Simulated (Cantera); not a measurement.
A freely propagating, adiabatic, planar premixed flame of H₂ : O₂ : N₂ = 1 : 0.179 : 0.671 (molar parts), equivalence ratio 2.8, unburnt at 475 K and 760 Torr; mixture-averaged transport, grid criteria slope 0.08 and curve 0.16, no radiation.

Cantera simulation using the H2/O2 subset of GRI-Mech 3.0, which has no nitrogen chemistry; the numbers are that mechanism's predictions, not measurements. Burning velocities carry a grid error of a few per cent, more on coarse grids.

How do the results move with these cheaper or finer settings: unity-Lewis-number transport; multicomponent transport; multicomponent+Soret transport; grid criteria slope 0.5, curve 1; grid criteria slope 0.25, curve 0.5; grid criteria slope 0.03, curve 0.06?


```json
[
 {"setting": "as above", "laminar burning velocity": "529 cm/s", "thermal thickness": "0.431 mm", "peak x(HO₂)": "0.000312", "peak x(H)": "0.0662", "grid points": "128"},
 {"setting": "unity-Lewis-number transport", "laminar burning velocity": "319 cm/s", "thermal thickness": "0.414 mm", "peak x(HO₂)": "0.000226", "peak x(H)": "0.0670", "grid points": "110"},
 {"setting": "multicomponent transport", "laminar burning velocity": "517 cm/s", "thermal thickness": "0.438 mm", "peak x(HO₂)": "0.000309", "peak x(H)": "0.0662", "grid points": "128"},
 {"setting": "multicomponent+Soret transport", "laminar burning velocity": "502 cm/s", "thermal thickness": "0.426 mm", "peak x(HO₂)": "0.000315", "peak x(H)": "0.0656", "grid points": "128"},
 {"setting": "grid criteria slope 0.5, curve 1", "laminar burning velocity": "568 cm/s", "thermal thickness": "0.627 mm", "peak x(HO₂)": "0.000293", "peak x(H)": "0.0653", "grid points": "38"},
 {"setting": "grid criteria slope 0.25, curve 0.5", "laminar burning velocity": "539 cm/s", "thermal thickness": "0.476 mm", "peak x(HO₂)": "0.000303", "peak x(H)": "0.0659", "grid points": "60"},
 {"setting": "grid criteria slope 0.03, curve 0.06", "laminar burning velocity": "526 cm/s", "thermal thickness": "0.423 mm", "peak x(HO₂)": "0.000314", "peak x(H)": "0.0662", "grid points": "286"}
]
```
Unity Lewis numbers drop preferential diffusion, which matters most where H2 and H carry the flame; Soret adds thermal diffusion.
